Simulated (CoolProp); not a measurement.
Vapour-liquid equilibrium of propane (1) + isobutene (2) at 254.1 K; x and y are mole fractions of (1).

The numbers come from the multi-fluid Helmholtz-energy mixture model, Lemmon 2009 and Lemmon 2005; pair parameters Bell 2016 in CoolProp.

Give the bubble pressure and the first vapour's composition at x = 0.05, 0.2, 0.95. Is there an azeotrope?

x = 0.05: 75.59 kPa, y = 0.219; x = 0.2: 109.1 kPa, y = 0.528; x = 0.95: 243.3 kPa, y = 0.984. No azeotrope shows between x = 0.05 and 0.95.

The pair parameters rest on a limited set of measurements; away from them the model extrapolates.
